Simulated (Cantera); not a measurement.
Feed: 1 mol HCl, 0.045 mol H₂, 9.7 mol N₂, 1.6 mol H₂O, at 3348.15 K.

These are equilibrium values from Cantera (NASA tables, ideal gas, pure condensed phases), not measurements of a reactor. Candidate condensed phases: H₂O, NH₄Cl; 29 gas species. The ideal-gas law is rough above about 30 bar. Rates play no part.

log p: log10 of the partial pressure in bar; nothing condenses.

| P (Pa) | log p N₂ | log p H | log p H₂O | log p O | log p HCl | log p Cl | log p H₂ | log p OH | log p NO |
|---|---|---|---|---|---|---|---|---|---|
| 10 | -4.24 | -4.59 | -12.05 | -5.02 | -8.87 | -5.22 | -8.41 | -8.61 | -7.42 |
| 65 | [?] | [?] | [?] | [?] | [?] | [?] | [?] | [?] | [?] |
| 420 | -2.61 | -2.97 | -7.21 | -3.41 | -5.62 | -3.60 | -5.17 | -5.38 | -5.00 |
| 2700 | -1.79 | -2.19 | -4.89 | -2.65 | -4.05 | -2.80 | -3.62 | -3.84 | -3.83 |
| 17000 | [?] | [?] | [?] | [?] | [?] | [?] | [?] | [?] | [?] |
| 110000 | -0.12 | -1.03 | -1.43 | -1.52 | -1.45 | -1.37 | -1.28 | -1.55 | -1.87 |
| 720000 | 0.72 | -0.64 | -0.31 | -1.17 | -0.44 | -0.74 | -0.51 | -0.81 | -1.10 |
| 4700000 | 1.55 | -0.31 | 0.65 | -0.89 | 0.48 | -0.16 | 0.16 | -0.19 | -0.39 |
| 30000000 | 2.36 | 0.01 | 1.52 | -0.64 | 1.33 | 0.38 | 0.78 | 0.37 | 0.26 |

Task: Some entries are withheld; supply them.

Result: 
- 17000, log p N₂: -0.97
- 17000, log p H: -1.53
- 17000, log p H₂O: -2.91
- 17000, log p O: -2.00
- 17000, log p HCl: -2.64
- 17000, log p Cl: -2.05
- 17000, log p H₂: -2.29
- 17000, log p OH: -2.53
- 17000, log p NO: -2.77
- 65, log p N₂: -3.42
- 65, log p H: -3.78
- 65, log p H₂O: -9.62
- 65, log p O: -4.21
- 65, log p HCl: -7.24
- 65, log p Cl: -4.41
- 65, log p H₂: -6.78
- 65, log p OH: -6.99
- 65, log p NO: -6.20
